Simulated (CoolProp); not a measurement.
Vapour-liquid equilibrium of n-perfluorobutane (1) + R365MFC (2) at 23.45 °C; x and y are mole fractions of (1).

The numbers come from the multi-fluid Helmholtz-energy mixture model, Gao 2022 and Lemmon 2016; pair parameters Bell 2016 in CoolProp.

Q: Give the bubble pressure and the first vapour's composition at x = 0.65, 0.85, 0.95. Is there an azeotrope?

A: x = 0.65: 2.282 bar, y = 0.834; x = 0.85: 2.447 bar, y = 0.903; x = 0.95: 2.517 bar, y = 0.961. No azeotrope shows between x = 0.05 and 0.95.

Pair parameters are fitted to limited data, so mixtures are less certain than the pure fluids. With so large a gap from Raoult's law the liquid may split in two, which this calculation doesn't test in full.
